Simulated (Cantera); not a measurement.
## Ignition delay

Mixture: H₂ : O₂ : N₂ = 1 : 0.5 : 1.88 (molar parts), equivalence ratio 1.0, at 440000 Pa, adiabatic and at constant pressure. Ignition delay is the time to a rise of 400 K.

Computed with Cantera and the H2/O2 subset of GRI-Mech 3.0, which has no nitrogen chemistry. The hydrogen kinetics of GRI-Mech 3.0 are dated; newer H2 mechanisms differ, most at raised pressure. Where the delays flatten at high temperature, the 400 K rule measures the pace of heat release, not the induction time.

| T0 (K) | delay (ms) |
|---|---|
| 950 | 44.1 |
| 1050 | 2.46 |
| 1150 | 0.0349 |
| 1250 | 0.0102 |
| 1350 | 0.00569 |
| 1450 | 0.00380 |
| 1550 | 0.00281 |
| 1650 | 0.00225 |
| 1750 | 0.00192 |
